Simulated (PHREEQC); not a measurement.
Dissolve 0.3 mol/kgw HCl, 0.0056 mol/kgw MnSO4 and 0.0048 mol/kgw MgSO4 at 25 °C. Closed to the air; pH follows from the charge balance.

Model: ion-association model, wateq4f.dat, run in PHREEQC.

| quantity | before | after |
|---|---|---|
| pH | 0.64 | 0.93 |
| HSO4- (mol/kgw) | 0.00908 | 0.00424 |
| SO4-2 (mol/kgw) | 0.00117 | 0.000872 |

What was changed between the two runs?
A) MgSO4 replaced by K2SO4 at the same molality
B) diluted 2-fold with water
C) temperature from 25 to 20 °C
D) MnSO4 replaced by Cs2SO4 at the same molality

B, diluted 2-fold with water

No solid was allowed to form.
